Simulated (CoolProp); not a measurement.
Octamethyltrisiloxane (MDM) along the isobar 101 kPa: density (kg/m³) from the reference equation and from simpler models built on Tc = 565.4 K, pc = 1438 kPa, ω = 0.528; each cubic takes its own stable root.

Model: reference Helmholtz-energy equation of state, Thol 2017, in CoolProp.

```json
[
 {"T (K)": "465", "phase": "gas", "reference": "6.516", "van der Waals": "6.398", "Redlich-Kwong": "6.456", "Soave-Redlich-Kwong": "6.505"},
 {"T (K)": "478.7", "phase": "gas", "reference": "6.292", "van der Waals": "6.200", "Redlich-Kwong": "6.249", "Soave-Redlich-Kwong": "6.286"},
 {"T (K)": "492.5", "phase": "gas", "reference": "6.084", "van der Waals": "6.013", "Redlich-Kwong": "6.054", "Soave-Redlich-Kwong": "6.082"},
 {"T (K)": "506.2", "phase": "gas", "reference": "5.894", "van der Waals": "5.839", "Redlich-Kwong": "5.873", "Soave-Redlich-Kwong": "5.894"},
 {"T (K)": "520", "phase": "gas", "reference": "5.715", "van der Waals": "5.673", "Redlich-Kwong": "5.703", "Soave-Redlich-Kwong": "5.717"},
 {"T (K)": "533.7", "phase": "gas", "reference": "5.550", "van der Waals": "5.519", "Redlich-Kwong": "5.543", "Soave-Redlich-Kwong": "5.552"},
 {"T (K)": "547.5", "phase": "gas", "reference": "5.394", "van der Waals": "5.371", "Redlich-Kwong": "5.392", "Soave-Redlich-Kwong": "5.397"},
 {"T (K)": "561.2", "phase": "gas", "reference": "5.249", "van der Waals": "5.233", "Redlich-Kwong": "5.250", "Soave-Redlich-Kwong": "5.251"},
 {"T (K)": "575", "phase": "gas", "reference": "5.111", "van der Waals": "5.101", "Redlich-Kwong": "5.115", "Soave-Redlich-Kwong": "5.113"}
]
```
